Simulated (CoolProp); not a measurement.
Values from CoolProp's reference Helmholtz-energy equation of state, Rui 2013.

### Question
For R236EA, give the phase and the cv (kJ/(kg K)), speed of sound (m/s), Joule-Thomson coefficient (K/MPa) at 314.3 K and 0.135 MPa; 355.1 K and 0.135 MPa.

### Answer
- 314.3 K and 0.135 MPa: gas; cv 0.828, speed of sound 131, Joule-Thomson coefficient 20.5
- 355.1 K and 0.135 MPa: gas; cv 0.885, speed of sound 141, Joule-Thomson coefficient 13.4
